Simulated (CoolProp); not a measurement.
A single-stage vapour-compression cycle with R152A: evaporating at 228.15 K (dew point), condensing at 273.15 K (bubble point), superheat 5 K, subcooling 2 K, compressor efficiency 0.85, no pressure losses. Each further row changes one setting.

Values from CoolProp's reference Helmholtz-energy equation of state, Outcalt 1996. It is a modified Benedict-Webb-Rubin equation, recast in Helmholtz form.

```csv
case,cooling COP,pressure ratio,discharge temperature (K),refrigerating effect (kJ/kg),volumetric capacity (kJ/m³)
as stated,[?],7.29,316.7,282,355
evaporating temperature 233.15 K,4.32,[?],310.9,286,461
condensing temperature 268.15 K,4.23,6.07,308.6,291,366
subcooling 7 K,3.80,7.29,316.7,291,366
superheat 15 K,[?],7.29,[?],291,350
compressor efficiency 0.75,3.25,7.29,[?],282,355
```

Q: Complete the blanks.

A: 
- as stated, cooling COP: 3.69
- evaporating temperature 233.15 K, pressure ratio: 5.59
- superheat 15 K, cooling COP: 3.65
- superheat 15 K, discharge temperature (K): 327.6
- compressor efficiency 0.75, discharge temperature (K): 325.7
